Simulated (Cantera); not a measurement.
A perfectly stirred reactor is fed with H2 : O2 : N2 = 1 : 0.357 : 1.34 (molar parts), at 10.0 bar; it is adiabatic with a 600 K inlet, and is followed from long to short residence time, starting on the burning branch (τ in s: 0.073, 0.03, 0.012, 0.005, 0.002, 0.00083, 0.00034, 0.00014, 5.7e-05).

Detailed kinetics in Cantera: the H2/O2 subset of GRI-Mech 3.0, which has no nitrogen chemistry. The hydrogen kinetics of GRI-Mech 3.0 are dated; newer H2 mechanisms differ, most at raised pressure.

Task: Predict: blow-out, bracketed by the residence times tried; x(H2) at τ = 73.0 ms; x(O2) at τ = 73.0 ms; x(H) at τ = 73.0 ms; x(OH) at τ = 73.0 ms; x(H2O2) at τ = 73.0 ms; x(H2) at τ = 2.00 ms; x(O2) at τ = 2.00 ms; x(H) at τ = 2.00 ms; x(OH) at τ = 2.00 ms; x(H2O2) at τ = 2.00 ms.

Result: 
```
Quantity                                                                           Value
------------------------------------------------  --------------------------------------
blow-out, bracketed by the residence times tried  burning at 57.0 µs, the shortest tried
x(H2) at τ = 73.0 ms                                                               0.121
x(O2) at τ = 73.0 ms                                                             3.27e-5
x(H) at τ = 73.0 ms                                                              0.00319
x(OH) at τ = 73.0 ms                                                             0.00170
x(H2O2) at τ = 73.0 ms                                                           4.00e-8
x(H2) at τ = 2.00 ms                                                               0.121
x(O2) at τ = 2.00 ms                                                            0.000126
x(H) at τ = 2.00 ms                                                              0.00404
x(OH) at τ = 2.00 ms                                                             0.00213
x(H2O2) at τ = 2.00 ms                                                           7.44e-8
```
